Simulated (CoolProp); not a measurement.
Isohexane at 462.16 K and 0.445 MPa is throttled through a valve to 0.251 MPa with no heat exchange. Each further row changes one setting.

The numbers come from the reference Helmholtz-energy equation of state, Lemmon 2006 in CoolProp. It is a short technical equation, of lower accuracy than the large ones.

```json
[
 {"case": "as stated", "temperature change (K)": "…", "final density (kg/m³)": "5.88"},
 {"case": "outlet pressure 0.0753 MPa", "temperature change (K)": "…", "final density (kg/m³)": "…"},
 {"case": "outlet pressure 0.326 MPa", "temperature change (K)": "…", "final density (kg/m³)": "7.72"}
]
```

Complete the blanks.


- as stated, temperature change (K): -2.0
- outlet pressure 0.0753 MPa, temperature change (K): -3.7
- outlet pressure 0.0753 MPa, final density (kg/m³): 1.72
- outlet pressure 0.326 MPa, temperature change (K): -1.2
